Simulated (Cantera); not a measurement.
A freely propagating, adiabatic, planar premixed flame of 8.05 % CO, 11.3 % H2, 3.30 % CH4, 16.3 % O2, 61.1 % N2, unburnt at 675 K and 2550 Torr; mixture-averaged transport, grid criteria slope 0.08 and curve 0.16, no radiation.

Cantera simulation using GRI-Mech 3.0 (53 species, 325 reactions); the numbers are that mechanism's predictions, not measurements. Burning velocities carry a grid error of a few per cent, more on coarse grids.

Problem. Predict: laminar burning velocity; thermal thickness; peak x(OH); peak x(CH3).

Solution. 
* **laminar burning velocity**: 307 cm/s
* **thermal thickness**: 0.0895 mm
* **peak x(OH)**: 0.0134
* **peak x(CH3)**: 0.000940
